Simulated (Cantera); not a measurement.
Input (Python, Cantera):

```python
import numpy as np
import cantera as ct

gas = ct.Solution("gri30.yaml")
gas.TPX = 425, 400000, {'CO': 1, 'H2': 0.4, 'O2': 0.5, 'N2': 1.7}
flame = ct.FreeFlame(gas, width=0.015)
flame.set_refine_criteria(ratio=3, slope=0.08, curve=0.16)
flame.transport_model = "mixture-averaged"
flame.solve(loglevel=0, auto=True)
z, T = flame.grid, flame.T
thick = (T[-1] - T[0]) / np.gradient(T, z).max()
show = ['CO', 'H2', 'O2', 'H', 'NO', 'HO2']
print(f"laminar burning velocity  {flame.velocity[0] * 100:.3f} cm/s")
print(f"burnt temperature         {T[-1]:.1f} K")
print(f"thermal thickness         {thick * 1e3:.4f} mm")
print(f"grid points               {len(z)}")
z0 = z[flame.heat_release_rate.argmax()]
print(f"{'z/mm':>9s}{'T/K':>9s}{'u/(m/s)':>9s}" + "".join(f"{s:>11s}" for s in show))
rows = []
for k in (-3, -2, -1.5, -1, -0.5, -0.25, 0, 0.25, 0.5, 1, 2, 4, 8):
    zz = z0 + k * thick
    rows.append([k * thick, np.interp(zz, z, T), np.interp(zz, z, flame.velocity),
                 *(np.interp(zz, z, flame.X[gas.species_index(s)]) for s in show)])
    print(f"{rows[-1][0] * 1e3:9.3f}{rows[-1][1]:9.1f}{rows[-1][2]:9.3f}" + "".join(f"{x:11.3e}" for x in rows[-1][3:]))
```

Output:

```
laminar burning velocity  186.882 cm/s
burnt temperature         2537.5 K
thermal thickness         0.0911 mm
grid points               108
     z/mm      T/K  u/(m/s)         CO         H2         O2          H         NO        HO2
   -0.273    425.0    1.869  2.778e-01  1.111e-01  1.389e-01  2.583e-16  6.226e-15  1.350e-10
   -0.182    425.0    1.868  2.779e-01  1.109e-01  1.389e-01  2.760e-14  4.780e-13  9.983e-09
   -0.137    425.1    1.868  2.780e-01  1.104e-01  1.390e-01  2.390e-13  3.550e-12  7.325e-08
   -0.091    426.1    1.867  2.788e-01  1.079e-01  1.394e-01  9.878e-12  8.591e-11  1.730e-06
   -0.046    459.1    1.986  2.821e-01  9.476e-02  1.406e-01  1.977e-07  7.293e-09  1.293e-04
   -0.023    731.4    3.104  2.785e-01  7.219e-02  1.325e-01  4.715e-04  2.503e-07  7.168e-04
    0.000   1236.8    5.149  2.547e-01  4.174e-02  1.012e-01  6.393e-03  2.160e-06  2.488e-04
    0.023   1596.1    6.529  2.177e-01  2.030e-02  6.164e-02  1.409e-02  7.845e-06  9.877e-05
    0.046   1804.0    7.257  1.858e-01  1.446e-02  3.867e-02  1.708e-02  1.575e-05  4.779e-05
    0.091   2012.2    7.935  1.551e-01  1.475e-02  2.304e-02  1.592e-02  2.996e-05  2.119e-05
    0.182   2187.2    8.510  1.417e-01  1.450e-02  1.547e-02  1.100e-02  4.898e-05  1.060e-05
    0.364   2327.3    8.968  1.343e-01  1.302e-02  1.029e-02  6.602e-03  7.398e-05  5.352e-06
    0.729   2429.5    9.291  1.275e-01  1.178e-02  6.098e-03  3.967e-03  1.095e-04  2.663e-06
```

Detailed kinetics in Cantera: GRI-Mech 3.0 (53 species, 325 reactions). The hydrogen kinetics of GRI-Mech 3.0 are dated; newer H2 mechanisms differ, most at raised pressure. Burning velocities carry a grid error of a few per cent, more on coarse grids.
